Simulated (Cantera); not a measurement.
## Pyrogenic steam for wet oxidation

An isothermal, constant-pressure homogeneous reactor starts with H2 : O2 : N2 = 1 : 1 : 1.3 (molar parts), equivalence ratio 0.50, at 1150 K and 0.987 atm.

Cantera simulation using GRI-Mech 3.0 (53 species, 325 reactions); the numbers are that mechanism's predictions, not measurements. The temperature is held fixed by assumption; the heat of reaction is taken as removed at once.

| t (s) | x H2 | x O2 | x H2O | x N2O | x OH | x NO | x O |
|---|---|---|---|---|---|---|---|
| 0.000300 | 0.00749 | 0.182 | 0.348 | 4.97e-8 | 4.43e-5 | 1.30e-6 | 2.30e-5 |
| 0.000944 | 0.00494 | 0.181 | 0.351 | 5.33e-8 | 2.63e-5 | 1.07e-6 | 1.09e-5 |
| 0.00297 | 0.00211 | 0.179 | 0.355 | 5.87e-8 | 1.61e-5 | 8.30e-7 | 4.00e-6 |
| 0.00935 | 0.000540 | 0.179 | 0.356 | 6.30e-8 | 7.30e-6 | 5.26e-7 | 6.36e-7 |
| 0.0294 | 9.47e-5 | 0.179 | 0.357 | 6.45e-8 | 2.99e-6 | 3.81e-7 | 5.67e-8 |
| 0.0926 | 6.95e-6 | 0.179 | 0.357 | 6.40e-8 | 1.76e-6 | 6.37e-7 | 4.10e-9 |
| 0.292 | 1.66e-8 | 0.179 | 0.357 | 6.08e-8 | 1.80e-6 | 1.41e-6 | 1.62e-9 |
| 0.917 | 3.67e-9 | 0.179 | 0.357 | 5.18e-8 | 2.64e-6 | 1.58e-6 | 3.42e-9 |
| 2.89 | 3.65e-9 | 0.179 | 0.357 | 3.22e-8 | 2.68e-6 | 1.58e-6 | 3.54e-9 |
| 9.09 | 3.65e-9 | 0.179 | 0.357 | 1.00e-8 | 2.68e-6 | 1.58e-6 | 3.54e-9 |
| 28.6 | 3.65e-9 | 0.179 | 0.357 | 5.21e-9 | 2.68e-6 | 1.58e-6 | 3.54e-9 |
| 90.0 | 3.65e-9 | 0.179 | 0.357 | 5.19e-9 | 2.68e-6 | 1.58e-6 | 3.54e-9 |
x: mole fraction; the columns are a selection and need not sum to one.

Equilibrium at this temperature and pressure: H2 3.66e-9, O2 0.179, H2O 0.357, N2O 5.19e-9, OH 2.68e-6, NO 9.34e-5, O 3.53e-9 (gas phase only).
